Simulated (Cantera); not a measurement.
A closed system holds: 1 mol CH3OH, 0.013 mol NH3, 0.24 mol N2, held at 1898 K and 0.00120 bar.

These are equilibrium values from Cantera (NASA tables, ideal gas, pure condensed phases), not measurements of a reactor. Candidate condensed phases: C, C6H6, C7H8, C8H18, H2O; 136 gas species. The numbers say what is thermodynamically allowed, not how fast it happens.

Base state: H2 0.604, CO 0.303, N2 0.0748, H 0.0175 (mole fractions); condensed: gas only.

Task: What changes in the equilibrium state with this change: temperature from 1898 K to 800 K?

Result: 
| species | before | after |
|---|---|---|
| H2 | 0.604 | 0.622 |
| CO | 0.303 | 0.286 |
| N2 | 0.0748 | 0.0766 |
| H | 0.0175 | <1e-9 |
| CH4 | 1.13e-9 | 0.000623 |
| CO2 | 1.04e-6 | 0.00972 |
| H2O | 8.72e-6 | 0.00500 |
| C(graphite), mol | 0 | 0.0453 |
